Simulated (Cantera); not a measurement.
A freely propagating, adiabatic, planar premixed flame of 21.2 % H2, 15.8 % O2, 59.5 % N2, 3.60 % H2O, equivalence ratio 0.67, unburnt at 300 K and 0.410 bar; mixture-averaged transport, grid criteria slope 0.08 and curve 0.16, no radiation.

Model: the H2/O2 subset of GRI-Mech 3.0, which has no nitrogen chemistry, integrated in Cantera. Burning velocities carry a grid error of a few per cent, more on coarse grids. Lean hydrogen flames are cellular in practice and burn faster than this planar one.

Problem. Predict: laminar burning velocity; thermal thickness; peak x(O); peak x(HO2); peak x(OH).

Solution. 
```
Quantity                    Result
------------------------  --------
laminar burning velocity  109 cm/s
thermal thickness          1.00 mm
peak x(O)                  0.00734
peak x(HO2)               0.000277
peak x(OH)                 0.00846
```
